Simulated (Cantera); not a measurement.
What does this Cantera script print?

```python
import numpy as np
import cantera as ct

gas = ct.Solution("gri30.yaml")
gas.TPX = 1275, 1333, {'H2': 0.14, 'O2': 1}
reactor = ct.IdealGasConstPressureReactor(gas, energy="off", clone=False)
net = ct.ReactorNet([reactor])
net.rtol, net.atol = 1e-08, 1e-18
show = ['H2', 'O2', 'H2O', 'OH', 'HO2', 'H2O2']
times = np.geomspace(2e-05, 70, 13)

steps = ct.SolutionArray(gas, extra=["t"])
rows = []
print(f"{'t/s':>10s}{'T/K':>9s}{'P/Pa':>11s}" + "".join(f"{s:>11s}" for s in show))
for t in times:
    while net.time < t:
        t_next = net.step()
        steps.append(gas.state, t=t_next)
    rows.append([np.interp(t, steps.t, y) for y in (steps.T, steps.P, *steps(*show).X.T)])
    print(f"{t:10.3e}{rows[-1][0]:9.1f}{rows[-1][1]:11.4g}" + "".join(f"{x:11.3e}" for x in rows[-1][2:]))
rate = np.gradient(steps.T, steps.t)
print("integrator steps:", len(steps.t))
if steps.T.max() > steps.T[0] + 200:
    print(f"time of steepest temperature rise: {steps.t[rate.argmax()]:.4e} s")
gas.TPX = 1275, 1333, {'H2': 0.14, 'O2': 1}
gas.equilibrate("TP")
print(f"equilibrium (TP): T = {gas.T:.1f} K  " + "  ".join(f"{s} {gas[s].X[0]:.3e}" for s in show))
```

Output:

```
       t/s      T/K       P/Pa         H2         O2        H2O         OH        HO2       H2O2
 2.000e-05   1275.0       1333  1.228e-01  8.772e-01  4.755e-10  1.570e-09  7.515e-09  1.388e-12
 7.021e-05   1275.0       1333  1.228e-01  8.772e-01  1.442e-08  1.323e-08  2.639e-08  1.703e-11
 2.464e-04   1275.0       1333  1.228e-01  8.772e-01  7.643e-07  3.039e-07  9.351e-08  2.080e-10
 8.651e-04   1275.0       1333  1.113e-01  8.696e-01  8.179e-03  2.757e-03  2.915e-06  3.025e-08
 3.037e-03   1275.0       1333  3.943e-03  7.973e-01  1.013e-01  8.664e-03  5.370e-06  1.754e-07
 1.066e-02   1275.0       1333  3.000e-03  8.181e-01  1.104e-01  7.645e-03  5.376e-06  1.896e-07
 3.742e-02   1275.0       1333  1.149e-03  8.510e-01  1.238e-01  4.806e-03  4.457e-06  1.831e-07
 1.313e-01   1275.0       1333  1.489e-04  8.664e-01  1.295e-01  1.742e-03  1.738e-06  9.491e-08
 4.610e-01   1275.0       1333  1.458e-05  8.687e-01  1.305e-01  5.482e-04  3.164e-07  2.936e-08
 1.618e+00   1275.0       1333  1.983e-06  8.690e-01  1.307e-01  2.031e-04  6.012e-08  8.176e-09
 5.681e+00   1275.0       1333  3.754e-07  8.691e-01  1.308e-01  8.861e-05  2.499e-08  2.332e-09
 1.994e+01   1275.0       1333  1.026e-07  8.691e-01  1.308e-01  4.639e-05  2.870e-08  8.477e-10
 7.000e+01   1275.0       1333  6.787e-08  8.691e-01  1.308e-01  3.772e-05  3.310e-08  6.373e-10
integrator steps: 1967
equilibrium (TP): T = 1275.0 K  H2 6.754e-08  O2 8.691e-01  H2O 1.308e-01  OH 3.763e-05  HO2 3.316e-08  H2O2 6.353e-10
```

Computed with Cantera and GRI-Mech 3.0 (53 species, 325 reactions). Radical loss at walls, strong at low pressure, is not modelled. The temperature is held fixed by assumption; the heat of reaction is taken as removed at once.
